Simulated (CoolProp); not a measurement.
A closed Brayton cycle with nitrogen: compressor inlet 325.15 K and 7.1 MPa, high pressure 18.6 MPa, turbine inlet 975 K, compressor efficiency 0.85, turbine efficiency 0.93, recuperator effectiveness 0.8 (on enthalpy, no pinch check). Each further row changes one setting.

Model: reference Helmholtz-energy equation of state, Span 2000, in CoolProp.

| case | thermal efficiency (%) | net work (kJ/kg) | compressor to turbine work | compressor exit (K) | turbine exit (K) |
|---|---|---|---|---|---|
| as stated | 34.2 | 108 | 0.55 | 447.9 | 773.5 |
| turbine inlet 925 K | 32.6 | 95.7 | ___ | 447.9 | 732.1 |
| compressor inlet 335.15 K | 33.3 | ___ | 0.57 | 461.6 | 773.5 |
| high pressure 15.8 MPa | 33.2 | ___ | 0.52 | ___ | 804.7 |
| recuperator effectiveness 0.5 | 25.5 | 108 | 0.55 | 447.9 | 773.5 |

Question: What belongs in the gaps?

Answer: 
- turbine inlet 925 K, compressor to turbine work: 0.58
- compressor inlet 335.15 K, net work (kJ/kg): 104
- high pressure 15.8 MPa, net work (kJ/kg): 96.4
- high pressure 15.8 MPa, compressor exit (K): 424.7
